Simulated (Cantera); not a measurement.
## Moist CO burnout

An isothermal, constant-pressure homogeneous reactor starts with CO : O₂ : H₂O : N₂ = 0.0011 : 0.038 : 0.00032 : 0.54 (molar parts), equivalence ratio 0.014, at 975 K and 0.870 bar.

Model: GRI-Mech 3.0 (53 species, 325 reactions), integrated in Cantera.

```
t (s)         x CO    x O₂     x H₂O       x O     x HO₂
--------  --------  ------  --------  --------  --------
0.000300   0.00190  0.0656  0.000552  1.92e-11    <1e-12
0.000738   0.00190  0.0656  0.000552  4.70e-11    <1e-12
0.00182    0.00190  0.0656  0.000552  1.14e-10  1.89e-12
0.00447    0.00190  0.0656  0.000552  2.73e-10  1.43e-11
0.0110     0.00190  0.0656  0.000552  6.32e-10  9.20e-11
0.0271     0.00190  0.0656  0.000552   1.37e-9  5.30e-10
0.0668     0.00190  0.0656  0.000552   2.83e-9   2.80e-9
0.164      0.00190  0.0656  0.000552   7.99e-9   1.61e-8
0.404      0.00190  0.0656  0.000552   6.60e-8   1.81e-7
0.996      0.00185  0.0656  0.000552   2.02e-7   6.11e-7
2.45       0.00171  0.0655  0.000552   1.98e-7   6.03e-7
6.03       0.00141  0.0654  0.000552   1.79e-7   5.56e-7
14.9      0.000885  0.0651  0.000552   1.37e-7   4.45e-7
36.6      0.000314  0.0648  0.000553   7.25e-8   2.63e-7
90.0       4.09e-5  0.0647  0.000553   1.72e-8   8.22e-8
```
x: mole fraction; the columns are a selection and need not sum to one.

Equilibrium at this temperature and pressure: CO <1e-12, O₂ 0.0647, H₂O 0.000553, O 1.98e-11, HO₂ 1.83e-11 (gas phase only).
